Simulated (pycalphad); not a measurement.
Computed with pycalphad from the COST 507 light-alloy database (1999), at 1 atm. The data set is of 1999 and partly superseded. Phase fractions are per mole of atoms.

**Question.** Give the equilibrium state of Ti-61.4B (at.%) at 2400 K.

**Answer.** 
```
T = 2400.00 K, P = 101325 Pa, N = 1 mol of atoms
G = -200117 J/mol, H = -40075 J/mol, S = 66.68 J/(mol K)  (SER reference)
chemical potentials (J/mol): Ti -186028, B -208975
phase             fraction      x(Ti)       x(B)
B4M3                0.5530     0.4286     0.5714
B2M                 0.4470     0.3333     0.6667
```

**Question.** Give the equilibrium state of Ti-61.4B (at.%) at 2600 K.

**Answer.** 
```
T = 2600.00 K, P = 101325 Pa, N = 1 mol of atoms
G = -214067 J/mol, H = -26208 J/mol, S = 72.25 J/(mol K)  (SER reference)
chemical potentials (J/mol): Ti -213336, B -214526
phase             fraction      x(Ti)       x(B)
B2M                 0.8011     0.3333     0.6667
LIQUID              0.1989     0.5981     0.4019
```

Database names, with the compositions (at.%) that they take in these runs: B2M: B 67 Ti 33; B4M3: B 57 Ti 43.
